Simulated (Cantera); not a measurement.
A Cantera script and what it prints.

```python
import numpy as np
import cantera as ct

gas_names = """
    CL CL2 Si SiCL SiCL2 SiCL3 SiCL4 Si2 Si3
""".split()
cond_names = """
    Si(cr) Si(L)
""".split()


# ... load() reads the species with a 1 bar reference pressure and builds the phases ...
atoms = {
    'Si': {'Si': 1},
    'Cl2': {'CL': 2},
}
top_T = {}  # K; cautious upper limits of use, not melting points


# ... equilibrate(T, P, feed) seeds the gas with the atoms and calls Mixture.equilibrate('TP', solver="vcs", rtol=1e-11, max_steps=5000) ...
results = []
feed = {'Si': 1, 'Cl2': 3.4}  # mol
T = 1623.15  # K
P = 12000  # Pa
mix = equilibrate(T, P, feed)
results.append((T, P, feed, dict(zip(mix.species_names, mix.species_moles))))
print(gas.report(threshold=1e-06))
for i in range(1, mix.n_phases):
    print(f"{mix.phase(i).name:16s} {mix.phase_moles(i):12.5e} mol")
```

It prints:

```
       temperature   1623.2 K
          pressure   12000 Pa
           density   0.088233 kg/m^3
  mean mol. weight   99.23 kg/kmol
   phase of matter   gas

                          1 kg             1 kmol
                     ---------------   ---------------
          enthalpy       -1.4018e+06        -1.391e+08  J
   internal energy       -1.5378e+06        -1.526e+08  J
           entropy            3763.3        3.7343e+05  J/K
    Gibbs function       -7.5103e+06       -7.4524e+08  J
 heat capacity c_p            601.45             59682  J/K
 heat capacity c_v            517.66             51367  J/K

                      mass frac. Y      mole frac. X     chem. pot. / RT
                     ---------------   ---------------   ---------------
                CL          0.082187           0.23005           -16.839
               CL2            0.2867           0.40126           -33.677
             SiCL3        0.00035199        0.00025982           -85.792
             SiCL4           0.63076           0.36842           -102.63
     [   +5 minor]        4.2642e-07        4.2747e-07

Si(cr)            0.00000e+00 mol
```

These are equilibrium values from Cantera (NASA tables, ideal gas, pure condensed phases), not measurements of a reactor. The tables' values for SiCl3 are old estimates; treat these amounts as uncertain.
